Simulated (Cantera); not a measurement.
Ignition delay

Mixture: H₂ : O₂ : N₂ = 1 : 0.455 : 1.71 (molar parts), equivalence ratio 1.1, at 278 Torr, adiabatic and at constant pressure. Ignition delay is the time to a rise of 400 K.

Detailed kinetics in Cantera: GRI-Mech 3.0 (53 species, 325 reactions). Where the delays flatten at high temperature, the 400 K rule measures the pace of heat release, not the induction time.

| T0 (K) | delay (ms) |
|---|---|
| 1050 | 0.312 |
| 1150 | 0.169 |
| 1250 | 0.112 |
| 1350 | 0.0872 |
| 1450 | 0.0770 |
| 1550 | 0.0752 |
| 1650 | 0.0788 |
